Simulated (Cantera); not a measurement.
What does this Cantera script print?

```python
import numpy as np
import cantera as ct

gas_names = [...]  # 95 gases of nasa_gas.yaml made of C, F, H
cond_names = """
    C(gr) C6H6(L) C7H8(L) C8H18(L),n-octa
""".split()


# ... load() reads the species with a 1 bar reference pressure and builds the phases ...
atoms = {
    'CHF3': {'C': 1, 'H': 1, 'F': 3},
}
top_T = {'C(gr)': 4500}  # K; cautious upper limits of use, not melting points


# ... equilibrate(T, P, feed) seeds the gas with the atoms and calls Mixture.equilibrate('TP', solver="vcs", rtol=1e-11, max_steps=5000) ...
results = []
feed = {'CHF3': 1}  # mol
P = 250  # Pa
for T in [1448, 1498, 1548, 1598, 1648, 1698, 1748, 1798, 1848, 1898, 1948, 1998]:
    mix = equilibrate(T, P, feed)
    results.append((T, P, feed, dict(zip(mix.species_names, mix.species_moles))))
    x = sorted(zip(gas.X, gas.species_names), reverse=True)
    print(f"T = {T:g} K  P = {P:g} Pa  gas = {mix.phase_moles(0):.4g} mol")
    print("   x: " + "  ".join(f"{s} {v:.3e}" for v, s in x if v > 0.0001))
    print("   condensed (mol): " + ("  ".join(f"{mix.phase(i).name} {mix.phase_moles(i):.4g}"
          for i in range(1, mix.n_phases) if mix.phase_moles(i) > 1e-12) or "none"))
```

Result:

```
T = 1448 K  P = 250 Pa  gas = 1.5 mol
   x: HF 6.666e-01  CF4 3.331e-01  CF2 2.206e-04
   condensed (mol): C(gr) 0.4998
T = 1498 K  P = 250 Pa  gas = 1.501 mol
   x: HF 6.664e-01  CF4 3.329e-01  CF2 4.786e-04  F 1.295e-04
   condensed (mol): C(gr) 0.4997
T = 1548 K  P = 250 Pa  gas = 1.501 mol
   x: HF 6.662e-01  CF4 3.324e-01  CF2 9.864e-04  F 2.943e-04  CF3 1.079e-04
   condensed (mol): C(gr) 0.4993
T = 1598 K  P = 250 Pa  gas = 1.502 mol
   x: HF 6.657e-01  CF4 3.316e-01  CF2 1.940e-03  F 6.351e-04  CF3 1.868e-04
   condensed (mol): C(gr) 0.4987
T = 1648 K  P = 250 Pa  gas = 1.504 mol
   x: HF 6.647e-01  CF4 3.300e-01  CF2 3.655e-03  F 1.307e-03  CF3 3.120e-04
   condensed (mol): C(gr) 0.4976
T = 1698 K  P = 250 Pa  gas = 1.508 mol
   x: HF 6.631e-01  CF4 3.272e-01  CF2 6.615e-03  F 2.577e-03  CF3 5.040e-04
   condensed (mol): C(gr) 0.4958
T = 1748 K  P = 250 Pa  gas = 1.515 mol
   x: HF 6.602e-01  CF4 3.225e-01  CF2 1.153e-02  F 4.879e-03  CF3 7.880e-04
   condensed (mol): C(gr) 0.4928
T = 1798 K  P = 250 Pa  gas = 1.525 mol
   x: HF 6.556e-01  CF4 3.150e-01  CF2 1.936e-02  F 8.894e-03  CF3 1.192e-03
   condensed (mol): C(gr) 0.4882
T = 1848 K  P = 250 Pa  gas = 1.543 mol
   x: HF 6.481e-01  CF4 3.032e-01  CF2 3.134e-02  F 1.563e-02  CF3 1.742e-03
   condensed (mol): C(gr) 0.4811
T = 1898 K  P = 250 Pa  gas = 1.571 mol
   x: HF 6.367e-01  CF4 2.854e-01  CF2 4.885e-02  F 2.651e-02  CF3 2.450e-03
   condensed (mol): C(gr) 0.471
T = 1948 K  P = 250 Pa  gas = 1.613 mol
   x: HF 6.200e-01  CF4 2.601e-01  CF2 7.306e-02  F 4.338e-02  CF3 3.296e-03  CF 1.546e-04
   condensed (mol): C(gr) 0.457
T = 1998 K  P = 250 Pa  gas = 1.675 mol
   x: HF 5.969e-01  CF4 2.260e-01  CF2 1.043e-01  F 6.835e-02  CF3 4.199e-03  CF 3.141e-04
   condensed (mol): C(gr) 0.4391
```

Equilibrium computed with Cantera from the NASA thermochemical tables; the gas is ideal and each condensed phase is pure. Gases not in the tables: C2F6 and larger saturated fluorocarbons.
